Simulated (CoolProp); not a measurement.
Vapour pressure (MPa) of cyclohexane: the reference equation beside estimates from Tc = 280.5 °C, pc = 4.081 MPa, ω = 0.209.

Values from CoolProp's reference Helmholtz-energy equation of state, Zhou 2014.

| T (°C) | reference | van der Waals | Soave-Redlich-Kwong |
|---|---|---|---|
| 59.75 | 0.05149 | 0.3591 | 0.05160 |
| 69.55 | 0.07152 | 0.4235 | 0.07156 |
| 79.25 | 0.09694 | 0.4946 | 0.09691 |
| 89.05 | 0.1293 | 0.5742 | 0.1292 |
| 98.85 | 0.1695 | 0.6618 | 0.1693 |
| 108.55 | 0.2180 | 0.7569 | 0.2180 |
| 118.35 | 0.2772 | 0.8616 | 0.2774 |
| 128.15 | 0.3478 | 0.9753 | 0.3483 |
| 137.85 | 0.4302 | 1.097 | 0.4314 |
| 147.65 | 0.5275 | 1.229 | 0.5296 |
| 157.45 | 0.6402 | 1.372 | 0.6437 |
| 167.15 | 0.7685 | 1.523 | 0.7738 |
| 176.95 | 0.9164 | 1.685 | 0.9239 |
| 186.75 | 1.084 | 1.858 | 1.095 |

Absolute difference from the reference over all 14 rows, mean and median: van der Waals 244.9 and 195.6 %, Soave-Redlich-Kwong 0.3 and 0.2 %.
